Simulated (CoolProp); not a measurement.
A single-stage vapour-compression cycle with the fluid: evaporating at 301.15 K (dew point), condensing at 325.15 K (bubble point), superheat 0 K, subcooling 0 K, compressor efficiency 0.65, no pressure losses. The same conditions are run with several fluids, on thermodynamics alone (safety and materials aside).

Model: reference Helmholtz-energy equation of state of each fluid (R22: Kamei 1995; R365MFC: Lemmon 2016; R407C: Lemmon 2003; n-perfluoropentane: Gao 2022; benzene: Thol 2012; fluoroethane (R161): Wu 2012), in CoolProp. Blends and air are pseudo-pure fits.

```tsv
fluid	cooling COP	pressure ratio	discharge temperature (K)	refrigerating effect (kJ/kg)	volumetric capacity (kJ/m³)
R22	6.82	1.80	342.4	148	7090
R365MFC	7.32	2.38	325.1	160	627
R407C	5.34	2.09	344.1	140	6720
n-perfluoropentane	6.68	2.25	325.1	65.1	765
benzene	7.70	2.68	345.9	389	178
fluoroethane (R161)	6.94	1.81	340.8	277	6450
```

The compression ends wet for: R365MFC; n-perfluoropentane.
